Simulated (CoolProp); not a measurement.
R115 along the isobar 2.75 MPa: density (kg/m³) from the reference equation and from simpler models built on Tc = 353.1 K, pc = 3.129 MPa, ω = 0.248; each cubic takes its own stable root.

Values from CoolProp's reference Helmholtz-energy equation of state, Lemmon 2016.

| T (K) | phase | reference | Redlich-Kwong | Soave-Redlich-Kwong | Peng-Robinson |
|---|---|---|---|---|---|
| 287.5 | liquid | 1356 | 1212 | 1264 | 1430 |
| 302.6 | liquid | 1286 | 1131 | 1180 | 1336 |
| 317.8 | liquid | 1204 | 1033 | 1079 | 1219 |
| 333 | liquid | 1098 | 902.8 | 943.1 | 1061 |
| 348.2 | gas | 295.7 | 277.1 | 282.7 | 299.0 |
| 363.4 | gas | 218.6 | 219.0 | 215.9 | 225.3 |
| 378.5 | gas | 188.7 | 191.4 | 187.1 | 194.2 |
| 393.7 | gas | 169.6 | 172.9 | 168.3 | 174.1 |
| 408.9 | gas | 155.7 | 159.1 | 154.5 | 159.3 |
| 424.1 | gas | 144.8 | 148.1 | 143.6 | 147.8 |
| 439.3 | gas | 135.9 | 139.0 | 134.7 | 138.3 |
| 454.5 | gas | 128.4 | 131.3 | 127.2 | 130.4 |
| 469.6 | gas | 122.0 | 124.8 | 120.8 | 123.7 |
| 484.8 | gas | 116.3 | 118.9 | 115.1 | 117.7 |
| 500 | gas | 111.2 | 113.7 | 110.1 | 112.5 |
